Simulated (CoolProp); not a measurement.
Properties of c-C4F8 (RC318) at several states.

Computed with CoolProp (reference Helmholtz-energy equation of state, Platzer 1990). This equation is an older, rougher fit.

| T (°C) | p (kPa) | phase | cp (kJ/(kg K)) | cv (kJ/(kg K)) | isothermal compressibility (1/MPa) | Prandtl number |
|---|---|---|---|---|---|---|
| 149.35 | 447 | gas | 0.9672 | 0.9159 | 2.334 | 0.759 |
| 143.65 | 79.6 | gas | 0.9492 | 0.9060 | 12.66 | 0.752 |
| 45.75 | 113 | gas | 0.8226 | 0.7755 | 9.099 | 0.746 |
| 190.55 | 313 | gas | 1.006 | 0.9597 | 3.260 | 0.757 |

Viscosity comes from a separate model (Huber 2003), an estimate that may be off by 10 % or more. Thermal conductivity comes from a separate model (Huber 2003), an estimate that may be off by 10 % or more.
